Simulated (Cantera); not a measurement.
Charge: 1 mol Si, 6.7 mol H₂O, 85 mol H₂, equilibrated at 1650 K and 0.0120 bar.

Cantera equilibrium calculation (NASA polynomials, part measured and part estimated; ideal gas, pure solids and liquids). Candidate condensed phases: H₂O, Si, SiO₂; 18 gas species. The tables hold silica as quartz up to 1696 K and as liquid above; real silica turns to tridymite and cristobalite and melts near 1996 K. Rates play no part.

Base state: H₂ 0.948, H₂O 0.0514, H 0.000807, SiO 0.000134 (mole fractions); condensed: SiO₂(β-quartz).

### Question
What changes in the equilibrium state with this change: H₂O from 6.7 to 0.34 mol?

### Answer
```csv
species,before,after
H₂,0.948,0.995
SiO,0.000134,0.00397
H,0.000807,0.000827
H₂O,0.0514,1.09e-7
Si,<1e-9,2.23e-5
"SiO₂(β-quartz), mol",0.988,0
"Si(s), mol",0,0.657
```
